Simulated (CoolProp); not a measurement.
Vapour-liquid equilibrium of n-octane (1) + m-xylene (2) at 378 kPa; x and y are mole fractions of (1).

Model: multi-fluid Helmholtz-energy mixture model, Beckmüller 2019 and Zhou 2012; pair parameters Bell 2016, in CoolProp.

Give the bubble temperature and the first vapour's composition at x = 0.25, 0.75, 0.95. Is there an azeotrope?

x = 0.25: 464.2 K, y = 0.310; x = 0.75: 456.8 K, y = 0.791; x = 0.95: 454.5 K, y = 0.959. No azeotrope shows between x = 0.05 and 0.95.

Pair parameters are fitted to limited data, so mixtures are less certain than the pure fluids.
